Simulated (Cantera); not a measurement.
A perfectly stirred reactor is fed with 7.14 % C2H6, 92.9 % H2, at 13300 Pa; it is held at 1050 K, and followed from long to short residence time.

Detailed kinetics in Cantera: GRI-Mech 3.0 (53 species, 325 reactions). GRI-Mech 3.0 stops at C3 and has no aromatics, soot or wall deposition, so with more carbon than oxygen in the feed, carbon stays in small species such as C2H2 where larger ones or solid carbon would form.

One state of this run: x C2H6 = 0.0683; x H2 = 0.929; x C2H2 = 8.22e-7; x CH3 = 3.25e-7; x H = 8.08e-7; x C2H4 = 0.00274. x: mole fraction; the columns are a selection and need not sum to one.

Q: Which value of τ (s) does it belong to?
A. 0.00079
B. 0.010
C. 0.037
D. 6.1

A: C, 0.037
